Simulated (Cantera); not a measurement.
Input: 1 mol c-C4F8, 0.032 mol CH4, 1.8 mol H2, equilibrated at 47.0 Pa.

Method: chemical equilibrium by Gibbs-energy minimisation in Cantera with the NASA 1993 tables (ideal gas, pure condensed phases). Candidate condensed phases: C, C6H6, C7H8, C8H18; 110 gas species. Ions and electrons are included (thermal ionisation). The feed counts by its element totals alone. Kinetics and transport are ignored.

### Question
At 2500 K, list the 4 most abundant gas species with their mole fractions, and the condensed phases.

### Answer
F 0.499, HF 0.468, CF 0.0163, CF2 0.0133. Condensed: C(graphite).
